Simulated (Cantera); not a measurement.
## Ignition delay

Mixture: CH4 : H2 : O2 : N2 = 1 : 0.27 : 1.52 : 5.73 (molar parts), at 101000 Pa, adiabatic and at constant volume. Ignition delay is the time to a rise of 400 K.

Detailed kinetics in Cantera: GRI-Mech 3.0 (53 species, 325 reactions).

| T0 (K) | delay (ms) |
|---|---|
| 1275 | 3.02 |
| 1350 | 1.50 |
| 1425 | 0.786 |
| 1500 | 0.435 |
| 1575 | 0.255 |
| 1650 | 0.158 |
| 1725 | 0.102 |

- apparent activation energy between 1575 and 1725 K: 140 kJ/mol
